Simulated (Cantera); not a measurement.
Feed: 1 mol V2O3, a varied amount of H2, equilibrated at 2150 K and 1 atm.

These are equilibrium values from Cantera (NASA tables, ideal gas, pure condensed phases), not measurements of a reactor. Candidate condensed phases: H2O, V, VO, V2O3, V2O4, V2O5; 12 gas species. VO: taken at fixed stoichiometry. Kinetics and transport are ignored.

Q: At 500 mol H2, list the 4 most abundant gas species with their mole fractions, and the condensed phases.

A: H2 0.994, H 0.00418, H2O 0.00200, VO 1.44e-5. Condensed: VO(l).
